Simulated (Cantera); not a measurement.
A closed system holds: 1 mol BF3, 2.5 mol O2, 2.1 mol N2, at 1673 K and 0.000310 bar.

These are equilibrium values from Cantera (NASA tables, ideal gas, pure condensed phases), not measurements of a reactor. Candidate condensed phases: B, BN, B2O3; 31 gas species. Kinetics and transport are ignored.

Base state: O2 0.441, N2 0.372, BF3 0.175, F 0.00583, BOF 0.00291, NO 0.00260, O 0.00126, BOF2 1.60e-5 (mole fractions); condensed: gas only.

### Question
What changes in the equilibrium state with this change: BF3 replaced by BCl3?

### Answer
```csv
species,before,after
Cl,0,0.399
N2,0.372,0.285
O2,0.441,0.236
BF3,0.175,0
B2O3,<1e-9,0.0606
F,0.00583,0
BOCl,0,0.00563
BOF,0.00291,0
Cl2,0,0.00179
```
The tables' values for BOCl are old estimates; treat these amounts as uncertain.
